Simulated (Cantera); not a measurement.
## SiCl4 + O2 + H2 + O3 (silicon oxide and oxynitride deposition)

Feed: 1 mol SiCl4, 0.071 mol O2, 24 mol H2, 0.11 mol O3, at 7.50 Torr.

Equilibrium computed with Cantera from the NASA thermochemical tables; the gas is ideal and each condensed phase is pure. Candidate condensed phases: H2O, Si, SiO2; 30 gas species. Mutual solubility and eutectic melting of coexisting phases are not modelled. The tables' values for SiCl3, SiCl are old estimates; treat these amounts as uncertain. The tables hold silica as quartz up to 1696 K and as liquid above; real silica turns to tridymite and cristobalite and melts near 1996 K. Gases not in the tables: Si2H6 and higher silanes. Kinetics and transport are ignored.

| T (°C) | log p H2 | log p HCl | log p SiCl4 | log p SiCl2 | log p SiO | log p H | n SiO2(α-quartz) | n SiO2(β-quartz) | n Si(s) |
|---|---|---|---|---|---|---|---|---|---|
| 502 | -2.03 | -3.42 | -3.53 | -9.71 | <-14 | -13.02 | 0.236 | 0 | 0 |
| 602 | -2.03 | -3.41 | -3.54 | -7.43 | -13.25 | -11.32 | 0 | 0.236 | 0 |
| 702 | -2.03 | -3.38 | -3.58 | -5.69 | -10.33 | -9.96 | 0 | 0.236 | 0 |
| 802 | -2.04 | -3.30 | -3.69 | -4.49 | -8.13 | -8.85 | 0 | 0.236 | 0 |
| 902 | -2.05 | -3.15 | -4.01 | -3.89 | -6.59 | -7.93 | 0 | 0.236 | 0.0123 |
| 1002 | -2.05 | -3.06 | -4.61 | -3.65 | -5.39 | -7.16 | 0 | 0.231 | 0.00788 |
| 1102 | -2.06 | -3.02 | -5.36 | -3.60 | -4.41 | -6.49 | 0 | 0.185 | 0 |
| 1202 | -2.07 | -2.96 | -6.10 | -3.72 | -3.75 | -5.92 | 0 | 0 | 0 |
| 1302 | -2.07 | -2.96 | -6.74 | -3.71 | -3.75 | -5.42 | 0 | 0 | 0 |
| 1402 | -2.07 | -2.96 | -7.31 | -3.71 | -3.75 | -4.97 | 0 | 0 | 0 |
| 1502 | -2.07 | -2.95 | -7.82 | -3.71 | -3.75 | -4.57 | 0 | 0 | 0 |
| 1602 | -2.07 | -2.95 | -8.27 | -3.72 | -3.75 | -4.22 | 0 | 0 | 0 |
| 1702 | -2.08 | -2.95 | -8.70 | -3.76 | -3.75 | -3.90 | 0 | 0 | 0 |
log p: log10 of the partial pressure in bar; n: condensed amount in mol.

At 502 °C the condensed part is SiO2(α-quartz). From 602 °C to 802 °C the condensed part is SiO2(β-quartz). From 902 °C to 1002 °C the condensed part is Si(s) + SiO2(β-quartz). At 1102 °C the condensed part is SiO2(β-quartz). From 1202 °C to 1702 °C nothing is condensed. The main Si-bearing gas is SiCl4 at 502 °C and SiO at 1702 °C.
